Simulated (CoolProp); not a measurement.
n-heptane along the isobar 1 MPa: Z from the reference equation and from simpler models built on Tc = 541.2 K, pc = 2.774 MPa, ω = 0.349; each cubic takes its own stable root.

The numbers come from the reference Helmholtz-energy equation of state, Span 2003 in CoolProp. It is a short technical equation, of lower accuracy than the large ones.

| T (K) | phase | reference |
|---|---|---|
| 506.9 | gas | 0.8106 |
| 516.2 | gas | 0.8258 |
| 525.5 | gas | 0.8392 |
| 534.8 | gas | 0.8512 |
| 544.2 | gas | 0.8620 |
| 553.5 | gas | 0.8717 |
| 562.8 | gas | 0.8805 |
| 572.1 | gas | 0.8884 |
| 581.4 | gas | 0.8957 |
| 590.7 | gas | 0.9024 |
| 600 | gas | 0.9085 |

**Question.** How far does each simpler model (Pitzer virial, Soave-Redlich-Kwong, Peng-Robinson) lie from the reference over these 11 states: mean and median of the absolute difference, and the worst?

**Answer.** 
- Pitzer virial: mean 1.6 %, median 1.4 %, worst +3.6 % at 506.9 K and 1 MPa
- Soave-Redlich-Kwong: mean 0.8 %, median 0.7 %, worst +1.6 % at 506.9 K and 1 MPa
- Peng-Robinson: mean 0.7 %, median 0.8 %, worst -0.9 % at 581.4 K and 1 MPa
